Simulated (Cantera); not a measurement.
Cantera run:

```python
import numpy as np
import cantera as ct

gas_names = """
    Fe FeO Fe(OH)2 H HNO HNO2 HNO3 HO2 H2 H2O H2O2 N NH NH2 NH3 NH2OH NO NO2 NO3 N2 N2H2 N2H4 N2O O OH
    O2 O3
""".split()
cond_names = """
    Fe(a) Fe(c) Fe(d) Fe(L) FeO(s) FeO(L) Fe(OH)2(s) Fe(OH)3(s) Fe2O3(s) Fe3O4(s) H2O(s) H2O(L)
""".split()


# ... load() reads the species with a 1 bar reference pressure and builds the phases ...
atoms = {
    'Fe2O3': {'Fe': 2, 'O': 3},
    'H2O': {'H': 2, 'O': 1},
    'N2': {'N': 2},
}
top_T = {'Fe2O3(s)': 1830, 'Fe3O4(s)': 1870}  # K; cautious upper limits of use, not melting points


# ... equilibrate(T, P, feed) seeds the gas with the atoms and calls Mixture.equilibrate('TP', solver="vcs", rtol=1e-11, max_steps=5000) ...
results = []
feed = {'Fe2O3': 1, 'H2O': 0.14, 'N2': 2.6}  # mol
P = 340000  # Pa
for T in [1123, 1173, 1223, 1273, 1323, 1373, 1423, 1473, 1523, 1573, 1623, 1673, 1723, 1773]:
    mix = equilibrate(T, P, feed)
    results.append((T, P, feed, dict(zip(mix.species_names, mix.species_moles))))
    x = sorted(zip(gas.X, gas.species_names), reverse=True)
    print(f"T = {T:g} K  P = {P:g} Pa  gas = {mix.phase_moles(0):.4g} mol")
    print("   x: " + "  ".join(f"{s} {v:.3e}" for v, s in x if v > 1e-05))
    print("   condensed (mol): " + ("  ".join(f"{mix.phase(i).name} {mix.phase_moles(i):.4g}"
          for i in range(1, mix.n_phases) if mix.phase_moles(i) > 1e-12) or "none"))
```

Output:

```
T = 1123 K  P = 340000 Pa  gas = 2.74 mol
   x: N2 9.489e-01  H2O 5.109e-02
   condensed (mol): Fe2O3(s) 1
T = 1173 K  P = 340000 Pa  gas = 2.74 mol
   x: N2 9.489e-01  H2O 5.109e-02
   condensed (mol): Fe2O3(s) 1
T = 1223 K  P = 340000 Pa  gas = 2.74 mol
   x: N2 9.489e-01  H2O 5.109e-02
   condensed (mol): Fe2O3(s) 1
T = 1273 K  P = 340000 Pa  gas = 2.74 mol
   x: N2 9.489e-01  H2O 5.109e-02
   condensed (mol): Fe2O3(s) 1  Fe3O4(s) 2.206e-05
T = 1323 K  P = 340000 Pa  gas = 2.74 mol
   x: N2 9.489e-01  H2O 5.109e-02  O2 1.034e-05
   condensed (mol): Fe2O3(s) 0.9998  Fe3O4(s) 0.0001282
T = 1373 K  P = 340000 Pa  gas = 2.74 mol
   x: N2 9.488e-01  H2O 5.109e-02  O2 4.876e-05  NO 1.038e-05
   condensed (mol): Fe2O3(s) 0.9991  Fe3O4(s) 0.000589
T = 1423 K  P = 340000 Pa  gas = 2.741 mol
   x: N2 9.487e-01  H2O 5.108e-02  O2 2.058e-04  NO 2.826e-05
   condensed (mol): Fe2O3(s) 0.9964  Fe3O4(s) 0.002414
T = 1473 K  P = 340000 Pa  gas = 2.742 mol
   x: N2 9.481e-01  H2O 5.105e-02  O2 7.862e-04  NO 7.179e-05
   condensed (mol): Fe2O3(s) 0.9865  Fe3O4(s) 0.009033
T = 1523 K  P = 340000 Pa  gas = 2.748 mol
   x: N2 9.461e-01  H2O 5.094e-02  O2 2.746e-03  NO 1.713e-04  OH 1.694e-05
   condensed (mol): Fe2O3(s) 0.9532  Fe3O4(s) 0.03117
T = 1573 K  P = 340000 Pa  gas = 2.765 mol
   x: N2 9.401e-01  H2O 5.061e-02  O2 8.847e-03  NO 3.856e-04  OH 3.404e-05
   condensed (mol): Fe2O3(s) 0.8499  Fe3O4(s) 0.1001
T = 1623 K  P = 340000 Pa  gas = 2.816 mol
   x: N2 9.230e-01  H2O 4.969e-02  O2 2.647e-02  NO 8.198e-04  OH 6.510e-05
   condensed (mol): Fe2O3(s) 0.5456  Fe3O4(s) 0.3029
T = 1673 K  P = 340000 Pa  gas = 2.907 mol
   x: N2 8.937e-01  O2 5.658e-02  H2O 4.811e-02  NO 1.444e-03  OH 1.111e-04
   condensed (mol): Fe3O4(s) 0.6667
T = 1723 K  P = 340000 Pa  gas = 2.907 mol
   x: N2 8.936e-01  O2 5.642e-02  H2O 4.808e-02  NO 1.746e-03  OH 1.559e-04
   condensed (mol): Fe3O4(s) 0.6667
T = 1773 K  P = 340000 Pa  gas = 2.907 mol
   x: N2 8.934e-01  O2 5.623e-02  H2O 4.805e-02  NO 2.086e-03  OH 2.146e-04  O 1.207e-05
   condensed (mol): Fe3O4(s) 0.6667
```

Cantera equilibrium calculation (NASA polynomials, part measured and part estimated; ideal gas, pure solids and liquids). Mutual solubility and eutectic melting of coexisting phases are not modelled.
